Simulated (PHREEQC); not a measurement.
A solution holds 0.0042 mol/kgw HF, 0.0009 mol/kgw NH4HF2 and 8.2e-07 mol/kgw H4SiO4, at 34 °C. Closed to the air; pH follows from the charge balance.

Equilibrium calculation in PHREEQC: ion-association model, phreeqc.dat.

Each row changes one thing in this solution. Precipitation was switched off in this run.

| case | pH | ionic strength (mol/kgw) | HF (mol/kgw) | F- (mol/kgw) | HF2- (mol/kgw) | H4SiO4 (mol/kgw) | SI of Quartz (SiO2) |
|---|---|---|---|---|---|---|---|
| as made | 2.95 | 0.00208 | 0.00388 | 0.00205 | 3.24e-5 | 1.11e-8 | -4.10 |
| H4SiO4 from 8.2e-07 to 8.2e-06 mol/kgw | 2.95 | 0.00209 | 0.00385 | 0.00203 | 3.19e-5 | 1.16e-7 | -3.08 |
| HF replaced by (NH4)2SiF6 at the same molality | 3.26 | 0.0137 | 0.00204 | 0.00237 | 1.97e-5 | 0.000442 | +0.50 |
| HF left out | 3.54 | 0.00120 | 0.000594 | 0.00120 | 2.91e-6 | 8.09e-7 | -2.24 |
| 0.0061 mol/kgw KBr added | 2.94 | 0.00824 | 0.00383 | 0.00210 | 3.28e-5 | 1.02e-8 | -4.14 |
| diluted 10-fold with water | 3.52 | 0.000396 | 0.000204 | 0.000395 | 3.29e-7 | 8.20e-8 | -3.23 |

Some of these states are supersaturated (in Quartz (slow to form), Chalcedony (slow to form), for instance). SiF6-2 is the database's only silicon fluoride.
